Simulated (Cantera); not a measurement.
A closed system holds: 1 mol Fe(CO)₅, 0.33 mol O₂, 3.4 mol N₂, held at 13.3 mbar.

Cantera equilibrium calculation (NASA polynomials, part measured and part estimated; ideal gas, pure solids and liquids). Candidate condensed phases: C, Fe, Fe(CO)₅, FeO, Fe₂O₃, Fe₃O₄; 27 gas species. The numbers say what is thermodynamically allowed, not how fast it happens. All values below are at 1100 °C.

Base state: CO 0.517, N₂ 0.405, CO₂ 0.0786 (mole fractions); condensed: Fe(γ).

Question: What changes in the equilibrium state with this change: Fe(CO)₅ replaced by Hg?

Answer: 
```json
[
 {"species": "N₂", "before": "0.405", "after": "0.719"},
 {"species": "Hg", "before": "0", "after": "0.211"},
 {"species": "O₂", "before": "<1e-9", "after": "0.0696"},
 {"species": "CO", "before": "0.517", "after": "0"},
 {"species": "CO₂", "before": "0.0786", "after": "0"},
 {"species": "NO", "before": "<1e-9", "after": "0.000341"},
 {"species": "Fe(γ), mol", "before": "1.000", "after": "0"}
]
```
Further candidate phases: Hg, HgO.
